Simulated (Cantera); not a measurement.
Diamond growth

A diamond (100) surface in a fixed gas of H2 with x(CH4) = 0.0049, x(H) = 0.00049, x(CH3) = 0.00016, at 1150 K; coverages are run to steady state.

Model: the Harris–Goodwin 1993 mechanism for the reconstructed diamond (100) surface, integrated in Cantera.

```csv
P (Pa),growth (µm/h),θ c6HH,θ c6H*,θ c6*H,θ c6**,θ c6HM
1000,0.0711,0.506,0.0313,0.443,0.0148,0.00153
1500,0.123,0.506,0.0312,0.443,0.0147,0.00228
2200,0.212,0.505,0.0312,0.442,0.0147,0.00329
3300,0.390,0.504,0.0311,0.441,0.0147,0.00484
4900,0.726,0.502,0.0310,0.439,0.0146,0.00696
7300,1.38,0.500,0.0308,0.437,0.0145,0.00991
11000,2.71,0.497,0.0306,0.434,0.0144,0.0140
16000,5.00,0.493,0.0304,0.431,0.0143,0.0187
```
θ: site fractions in the mechanism's names (c6HH fully hydrogenated, c6H* and c6*H radical sites, c6** diradical, c6HM methylated).
